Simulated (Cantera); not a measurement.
**Carbothermic reduction: CuO + C + N₂**

Input: 1 mol CuO, 5.7 mol C, 11 mol N₂, at 240 Pa.

Method: chemical equilibrium by Gibbs-energy minimisation in Cantera with the NASA 1993 tables (ideal gas, pure condensed phases). Candidate condensed phases: C, Cu, CuO, Cu₂O; 27 gas species. Equilibrium is a limit: real reactors are often held back by kinetics, nucleation or transport.

From 1475 K to 1700 K the condensed part is C(graphite) + Cu(l). From 1775 K to 2075 K the condensed part is C(graphite). The main Cu-bearing gas is Cu throughout.

| T (K) | x N₂ | x CO | x Cu | x Cu₂ | x CN | x C₂N₂ | x C₃ | n C(graphite) | n Cu(l) |
|---|---|---|---|---|---|---|---|---|---|
| 1475 | 0.915 | 0.0831 | 0.00223 | 7.42e-7 | 9.81e-10 | 2.07e-9 | <1e-12 | 4.70 | 0.973 |
| 1550 | 0.910 | 0.0827 | 0.00773 | 4.14e-6 | 5.49e-9 | 7.07e-9 | <1e-12 | 4.70 | 0.906 |
| 1625 | 0.895 | 0.0813 | 0.0238 | 1.96e-5 | 2.60e-8 | 2.13e-8 | <1e-12 | 4.70 | 0.707 |
| 1700 | 0.856 | 0.0778 | 0.0662 | 8.01e-5 | 1.05e-7 | 5.66e-8 | 1.87e-12 | 4.70 | 0.147 |
| 1775 | 0.846 | 0.0769 | 0.0768 | 6.02e-5 | 3.86e-7 | 1.42e-7 | 2.20e-11 | 4.70 | 0 |
| 1850 | 0.846 | 0.0769 | 0.0769 | 3.53e-5 | 1.27e-6 | 3.36e-7 | 2.11e-10 | 4.70 | 0 |
| 1925 | 0.846 | 0.0769 | 0.0769 | 2.15e-5 | 3.83e-6 | 7.41e-7 | 1.69e-9 | 4.70 | 0 |
| 2000 | 0.846 | 0.0769 | 0.0769 | 1.36e-5 | 1.06e-5 | 1.54e-6 | 1.15e-8 | 4.70 | 0 |
| 2075 | 0.846 | 0.0769 | 0.0769 | 8.90e-6 | 2.72e-5 | 3.04e-6 | 6.84e-8 | 4.70 | 0 |
x: gas mole fraction; n: condensed amount in mol.
